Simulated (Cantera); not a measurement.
# Zr + N2O (tantalum, niobium, vanadium and zirconium in process gases)

Input: 1 mol Zr, 2.7 mol N2O, held at 10.0 mbar.

Method: chemical equilibrium by Gibbs-energy minimisation in Cantera with the NASA 1993 tables (ideal gas, pure condensed phases). Candidate condensed phases: Zr, ZrN, ZrO2; 13 gas species. Equilibrium is a limit: real reactors are often held back by kinetics, nucleation or transport.

From 800 K to 1400 K the condensed part is ZrO2(monoclinic). From 1550 K to 2150 K the condensed part is ZrO2(tetragonal).

| T (K) | x N2 | x O2 | x NO | x O | x NO2 | n ZrO2(monoclinic) | n ZrO2(tetragonal) |
|---|---|---|---|---|---|---|---|
| 800 | 0.885 | 0.115 | 1.57e-6 | <1e-12 | 3.59e-8 | 1.00 | 0 |
| 950 | 0.885 | 0.115 | 1.37e-5 | 1.08e-10 | 7.92e-8 | 1.00 | 0 |
| 1100 | 0.885 | 0.115 | 6.66e-5 | 8.45e-9 | 1.41e-7 | 1.00 | 0 |
| 1250 | 0.885 | 0.115 | 0.000221 | 2.34e-7 | 2.20e-7 | 1.00 | 0 |
| 1400 | 0.885 | 0.114 | 0.000567 | 3.20e-6 | 3.12e-7 | 1.00 | 0 |
| 1550 | 0.885 | 0.114 | 0.00121 | 2.64e-5 | 4.14e-7 | 0 | 1.00 |
| 1700 | 0.884 | 0.114 | 0.00226 | 0.000151 | 5.23e-7 | 0 | 1.00 |
| 1850 | 0.883 | 0.112 | 0.00380 | 0.000647 | 6.33e-7 | 0 | 1.00 |
| 2000 | 0.881 | 0.111 | 0.00588 | 0.00222 | 7.40e-7 | 0 | 1.00 |
| 2150 | 0.878 | 0.107 | 0.00847 | 0.00639 | 8.30e-7 | 0 | 1.00 |
x: gas mole fraction; n: condensed amount in mol.
